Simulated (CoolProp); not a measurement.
Properties of dimethyl carbonate along the isobar 9.37 MPa.

The numbers come from the reference Helmholtz-energy equation of state, Zhou 2011 in CoolProp.

```tsv
T (K)	phase	density (kg/m³)	cp (kJ/(kg K))	speed of sound (m/s)	expansivity (1/kK)	fugacity coefficient
539.3	liquid	690.8	2.632	408.2	3.773	0.3402
544	liquid	678.2	2.685	390.1	4.057	0.3559
548.7	liquid	664.9	___	371.7	4.389	0.3718
553.3	liquid	651.0	2.808	353.5	___	0.3874
558	supercritical	635.9	___	334.7	5.230	0.4034
562.7	supercritical	619.7	2.965	315.7	5.772	0.4195
567.3	supercritical	602.6	3.054	297.3	6.391	___
572	supercritical	583.8	3.153	278.8	7.121	0.4511
576.7	supercritical	563.5	3.256	261.1	7.941	0.4669
581.3	supercritical	542.3	___	244.7	8.807	0.4822
586	supercritical	519.2	3.447	229.3	9.714	0.4975
590.7	supercritical	495.0	3.523	215.7	10.59	0.5125
595.3	supercritical	470.6	3.577	204.2	___	0.5268
600	supercritical	445.5	3.608	194.4	___	0.5409
```

Problem. Some entries are withheld; supply them.

Solution. 
- 548.7, cp (kJ/(kg K)): 2.743
- 553.3, expansivity (1/kK): 4.771
- 558, cp (kJ/(kg K)): 2.882
- 567.3, fugacity coefficient: 0.4351
- 581.3, cp (kJ/(kg K)): 3.355
- 595.3, expansivity (1/kK): 11.35
- 600, expansivity (1/kK): 11.97
